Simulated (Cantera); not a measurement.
A perfectly stirred reactor is fed with C2H6 : N2 = 1 : 3.5 (molar parts), at 1.00 bar; it is held at 1225 K, and followed from long to short residence time.

Cantera simulation using GRI-Mech 3.0 (53 species, 325 reactions); the numbers are that mechanism's predictions, not measurements. GRI-Mech 3.0 stops at C3 and has no aromatics, soot or wall deposition, so with more carbon than oxygen in the feed, carbon stays in small species such as C2H2 where larger ones or solid carbon would form.

```csv
quantity,before,after
x(C2H6) at τ = 0.520 s,0.00754,0.000726
x(CH2) at τ = 0.520 s,5.50e-11,1.14e-9
x(CH3) at τ = 0.520 s,1.02e-5,4.32e-5
x(C2H) at τ = 0.520 s,1.07e-10,3.99e-9
x(H2) at τ = 0.520 s,0.170,0.220
x(C2H6) at τ = 8.30 ms,0.112,0.0134
x(CH2) at τ = 8.30 ms,3.56e-10,1.57e-8
x(CH3) at τ = 8.30 ms,2.98e-5,0.000170
x(C2H) at τ = 8.30 ms,2.96e-11,8.73e-9
x(H2) at τ = 8.30 ms,0.0820,0.179
```

Q: Name the change that produced these shifts.
A) temperature 1225 to 1500 K
B) N2 3.5 to 12 parts
C) pressure from 1.00 bar to 0.133 bar
D) temperature 1225 to 1400 K

A: D, temperature 1225 to 1400 K
